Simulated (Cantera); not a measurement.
**Stirred combustor or abatement burner**

A perfectly stirred reactor is fed with H2 : O2 : N2 : H2O = 1 : 0.725 : 2.72 : 1.1 (molar parts), equivalence ratio 0.69, at 6.00 bar; it is adiabatic with a 598 K inlet, and is followed from long to short residence time, starting on the burning branch (τ in s: 0.21, 0.064, 0.02, 0.0062, 0.0019, 0.0006, 0.00019, 5.8e-05, 1.8e-05, 5.7e-06).

Model: GRI-Mech 3.0 (53 species, 325 reactions), integrated in Cantera. The hydrogen kinetics of GRI-Mech 3.0 are dated; newer H2 mechanisms differ, most at raised pressure.

```
τ (s)    T (K)      x H2    x O2  x H2O      x OH       x O     x NO
-------  -----  --------  ------  -----  --------  --------  -------
0.21      1871   9.95e-5  0.0444  0.416  0.000959   2.18e-5  4.25e-5
0.064     1871  0.000134  0.0444  0.415   0.00103   2.52e-5  1.58e-5
0.020     1869  0.000226  0.0444  0.415   0.00119   3.46e-5  7.70e-6
0.0062    1867  0.000444  0.0444  0.415   0.00151   5.72e-5  5.14e-6
0.0019    1861  0.000933  0.0445  0.414   0.00203  0.000108  4.34e-6
0.00060   1851   0.00195  0.0447  0.412   0.00274  0.000210  3.83e-6
0.00019   1831   0.00404  0.0454  0.409   0.00365  0.000417  3.29e-6
5.8e-5    1792   0.00839  0.0471  0.402   0.00470  0.000827  3.03e-6
1.8e-5    1717    0.0171  0.0511  0.390   0.00537   0.00147  2.95e-6
5.7e-6     598     0.180   0.131  0.198    <1e-12    <1e-12   <1e-12
```
x: mole fraction; the columns are a selection and need not sum to one.
